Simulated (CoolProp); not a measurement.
Saturation properties of sulfur dioxide (Tc = 157.5 °C, pc = 7.887 MPa, ω = 0.256).

Computed with CoolProp (reference Helmholtz-energy equation of state, Gao 2016).

```tsv
T (°C)	p (MPa)	vapour density (kg/m³)	liquid cp (kJ/(kg K))
-60.15	0.005697	0.2068	1.372
-43.95	…	0.5760	1.362
-27.75	0.04286	1.367	1.358
-11.55	0.09456	2.861	1.361
4.65	0.1874	5.427	1.370
20.85	…	9.524	1.387
37.05	0.5765	15.72	1.413
53.25	0.9204	…	1.451
69.45	1.400	37.53	…
85.65	2.045	55.45	1.588
101.85	…	80.69	1.720
```

**Question.** What belongs in the gaps?

**Answer.** 
- -43.95, p (MPa): 0.01700
- 20.85, p (MPa): 0.3406
- 53.25, vapour density (kg/m³): 24.74
- 69.45, liquid cp (kJ/(kg K)): 1.506
- 101.85, p (MPa): 2.888

It boils at -10.0 °C under 1 atm.
